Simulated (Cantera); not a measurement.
A Cantera script and what it prints.

```python
import numpy as np
import cantera as ct

gas_names = """
    C CO CO2 C2 C2O C3 C3O2 C4 C5 Mg MgO Mg2 O O2 O3
""".split()
cond_names = """
    C(gr) Mg(cr) Mg(L) MgCO3(s) MgO(s) MgO(L)
""".split()


# ... load() reads the species with a 1 bar reference pressure and builds the phases ...
atoms = {
    'MgCO3': {'Mg': 1, 'C': 1, 'O': 3},
    'CO2': {'C': 1, 'O': 2},
}
top_T = {'C(gr)': 4500}  # K; cautious upper limits of use, not melting points


# ... equilibrate(T, P, feed) seeds the gas with the atoms and calls Mixture.equilibrate('TP', solver="vcs", rtol=1e-11, max_steps=5000) ...
results = []
feed = {'MgCO3': 1, 'CO2': 1.5}  # mol
T = 1998  # K
for P in [10, 36, 130, 460, 1700, 6000, 22000, 77000, 280000, 1000000]:
    mix = equilibrate(T, P, feed)
    results.append((T, P, feed, dict(zip(mix.species_names, mix.species_moles))))
    x = sorted(zip(gas.X, gas.species_names), reverse=True)
    print(f"T = {T:g} K  P = {P:g} Pa  gas = {mix.phase_moles(0):.4g} mol")
    print("   x: " + "  ".join(f"{s} {v:.3e}" for v, s in x if v > 0.001))
    print("   condensed (mol): " + ("  ".join(f"{mix.phase(i).name} {mix.phase_moles(i):.4g}"
          for i in range(1, mix.n_phases) if mix.phase_moles(i) > 1e-12) or "none"))
```

Result:

```
T = 1998 K  P = 10 Pa  gas = 2.936 mol
   x: CO2 6.145e-01  CO 2.370e-01  O2 1.136e-01  O 2.221e-02  Mg 1.246e-02
   condensed (mol): MgO(s) 0.9628
T = 1998 K  P = 36 Pa  gas = 2.763 mol
   x: CO2 7.309e-01  CO 1.739e-01  O2 8.301e-02  O 1.001e-02  Mg 2.134e-03
   condensed (mol): MgO(s) 0.994
T = 1998 K  P = 130 Pa  gas = 2.669 mol
   x: CO2 8.151e-01  CO 1.214e-01  O2 5.867e-02  O 4.426e-03
   condensed (mol): MgO(s) 0.999
T = 1998 K  P = 460 Pa  gas = 2.611 mol
   x: CO2 8.742e-01  CO 8.316e-02  O2 4.063e-02  O 1.958e-03
   condensed (mol): MgO(s) 0.9998
T = 1998 K  P = 1700 Pa  gas = 2.572 mol
   x: CO2 9.165e-01  CO 5.536e-02  O2 2.727e-02
   condensed (mol): MgO(s) 1
T = 1998 K  P = 6000 Pa  gas = 2.548 mol
   x: CO2 9.443e-01  CO 3.703e-02  O2 1.833e-02
   condensed (mol): MgO(s) 1
T = 1998 K  P = 22000 Pa  gas = 2.531 mol
   x: CO2 9.635e-01  CO 2.431e-02  O2 1.208e-02
   condensed (mol): MgO(s) 1
T = 1998 K  P = 77000 Pa  gas = 2.52 mol
   x: CO2 9.758e-01  CO 1.613e-02  O2 8.034e-03
   condensed (mol): MgO(s) 1
T = 1998 K  P = 280000 Pa  gas = 2.513 mol
   x: CO2 9.842e-01  CO 1.055e-02  O2 5.259e-03
   condensed (mol): MgO(s) 1
T = 1998 K  P = 1e+06 Pa  gas = 2.509 mol
   x: CO2 9.896e-01  CO 6.923e-03  O2 3.456e-03
   condensed (mol): MgO(s) 1
```

These are equilibrium values from Cantera (NASA tables, ideal gas, pure condensed phases), not measurements of a reactor.
